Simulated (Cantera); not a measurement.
Feed: 1 mol NiS, 18 mol H2, 17 mol N2, at 602 °C and 101000 Pa.

These are equilibrium values from Cantera (NASA tables, ideal gas, pure condensed phases), not measurements of a reactor. Candidate condensed phases: Ni, NiS, NiS2, Ni3S2, Ni3S4, S; 17 gas species. The numbers say what is thermodynamically allowed, not how fast it happens.

Base state: H2 0.504, N2 0.486, H2S 0.00953, NH3 0.000377 (mole fractions); condensed: Ni3S2(s).

Task: What changes in the equilibrium state with this change: pressure from 101000 Pa to 600000 Pa?

Result: 
```csv
species,before,after
H2,0.504,0.503
N2,0.486,0.486
H2S,0.00953,0.00954
NH3,0.000377,0.00222
"Ni3S2(s), mol",0.333,0.333
```
